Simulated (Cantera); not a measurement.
A closed system holds: 1 mol Cu, 0.13 mol CO2, 6.2 mol CO, equilibrated at 900 °C and 101000 Pa.

These are equilibrium values from Cantera (NASA tables, ideal gas, pure condensed phases), not measurements of a reactor. Candidate condensed phases: C, Cu, CuO, Cu2O; 15 gas species. The numbers say what is thermodynamically allowed, not how fast it happens.

Base state: CO 0.973, CO2 0.0267 (mole fractions); condensed: C(graphite) + Cu(s).

Problem. What changes in the equilibrium state with this change: Cu replaced by Si?

Solution. 
| species | before | after |
|---|---|---|
| CO | 0.973 | 0.973 |
| CO2 | 0.0267 | 0.0267 |
| C(graphite), mol | 0.0381 | 1.99 |
| Cu(s), mol | 1.00 | 0 |
| SiO2(β-quartz), mol | 0 | 1.00 |
The tables hold silica as quartz up to 1696 K and as liquid above; real silica turns to tridymite and cristobalite and melts near 1996 K. Further candidate phases: Si, SiC, SiO2.
